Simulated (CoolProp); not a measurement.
Vapour-liquid equilibrium of CHF3 (R23) (1) + propylene (2) at 194.7 K; x and y are mole fractions of (1).

Values from CoolProp's multi-fluid Helmholtz-energy mixture model, Penoncello 2003 and Lemmon 2013; pair parameters Bell 2016.

### Question
Give the bubble pressure and the first vapour's composition at x = 0.2, 0.8, 0.95. Is there an azeotrope?

### Answer
x = 0.2: 0.08394 MPa, y = 0.800; x = 0.8: 0.1190 MPa, y = 0.902; x = 0.95: 0.1234 MPa, y = 0.960. No azeotrope shows between x = 0.05 and 0.95.

The pair parameters rest on a limited set of measurements; away from them the model extrapolates. With so large a gap from Raoult's law the liquid may split in two, which this calculation doesn't test in full.
